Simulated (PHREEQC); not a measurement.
Dissolve 0.0051 mol/kgw HCl, 4.3e-05 mol/kgw ZnSO4 and 0.005 mol/kgw MnSO4 at 75 °C. Closed to the air; pH follows from the charge balance.

All values are PHREEQC results (ion-association model, wateq4f.dat), not measurements.

No solid was allowed to form.

**Question.** Order these S species by the share of S that they hold, largest first: MnSO4, HSO4-, SO4-2, ZnSO4.

**Answer.** SO4-2 (45 %), HSO4- (32 %), MnSO4 (23 %), ZnSO4 (0.16 %)

**Question.** Order these Mn species by the share of Mn that they hold, largest first: MnSO4, Mn+2, MnCl+.

**Answer.** Mn+2 (76 %), MnSO4 (23 %), MnCl+ (0.90 %)

The pH is 2.51 and the ionic strength 0.0173 mol/kgw. Species that the database lacks are ignored. Constants without temperature data keep their 25 °C values here.
